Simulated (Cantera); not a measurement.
Source: NASA polynomial tables (part measured, part estimated), evaluated in Cantera. Values are per mole of reaction as written; species without (g) are pure solids or liquids, kept so even where they would boil at 1 bar.

3 TiO(g) → Ti₂O₃ + Ti, with ΔH° = -1684.0 kJ and ΔS° = -592.0 J/K at 300 K.

Question: How far is the shortcut ΔG° ≈ ΔH°(300 K) − T·ΔS°(300 K) from the full temperature-dependent value at 2000, 2050, 2100, 2150, 2200 K?

Answer: 
```csv
T (K),shortcut (kJ),full (kJ),difference (kJ),difference in log10 K,condensed phases
2000,-500.0,-618.1,118.2,-3.09,"Ti₂O₃(s), Ti(l)"
2050,-470.4,-594.8,124.4,-3.17,"Ti₂O₃(s), Ti(l)"
2100,-440.8,-571.5,130.7,-3.25,"Ti₂O₃(s), Ti(l)"
2150,-411.2,-550.1,138.9,-3.37,"Ti₂O₃(l), Ti(l)"
2200,-381.6,-529.5,147.9,-3.51,"Ti₂O₃(l), Ti(l)"
```
The shortcut ignores heat capacities and the phase changes listed.
